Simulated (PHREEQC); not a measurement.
Dissolve 0.27 mol/kgw MgBr2 at 25 °C. Closed to the air; pH follows from the charge balance.

Computed with PHREEQC (ion-association model, phreeqc.dat).

Precipitation was switched off in this run.

Q: What activity of water, density does the model give?

A: activity of water 0.986; density 1.038 g/cm³.

Ionic strength above about 0.7 mol/kgw puts this run outside the model's range.
